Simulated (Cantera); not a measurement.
Thermodynamics of silicon etching in halogen gases, feed Si + HBr + H2

Charge: 1 mol Si, 1.2 mol HBr, 2.4 mol H2, at 100000 Pa.

Cantera equilibrium calculation (NASA polynomials, part measured and part estimated; ideal gas, pure solids and liquids). Candidate condensed phases: Br2, Si; 19 gas species. The tables' values for SiBr3, SiBr are old estimates; treat these amounts as uncertain. Kinetics and transport are ignored.

From 475 K to 1675 K the condensed part is Si(s). The main Si-bearing gas is SiBr4 at 475 K and SiBr2 at 1675 K. The share of Si in condensed phases is highest at 1275 K (73.1 %) and lowest at 1675 K (68.2 %).

| T (K) | x H2 | x HBr | x SiBr4 | x SiBr2 | x SiHBr3 | x SiBr3 | x SiH2Br2 | n Si(s) |
|---|---|---|---|---|---|---|---|---|
| 475 | 0.907 | 3.40e-6 | 0.0858 | <1e-12 | 0.00682 | 2.32e-10 | 0.000246 | 0.694 |
| 675 | 0.905 | 0.000478 | 0.0826 | 7.77e-8 | 0.0108 | 7.99e-7 | 0.000649 | 0.690 |
| 875 | 0.900 | 0.00670 | 0.0790 | 3.72e-5 | 0.0131 | 6.31e-5 | 0.00101 | 0.693 |
| 1075 | 0.879 | 0.0334 | 0.0699 | 0.00164 | 0.0135 | 0.000892 | 0.00123 | 0.711 |
| 1275 | 0.831 | 0.0895 | 0.0455 | 0.0179 | 0.0104 | 0.00417 | 0.00113 | 0.731 |
| 1475 | 0.777 | 0.140 | 0.0121 | 0.0601 | 0.00396 | 0.00594 | 0.000622 | 0.708 |
| 1675 | 0.761 | 0.149 | 0.00138 | 0.0830 | 0.000809 | 0.00322 | 0.000229 | 0.682 |
x: gas mole fraction; n: condensed amount in mol.
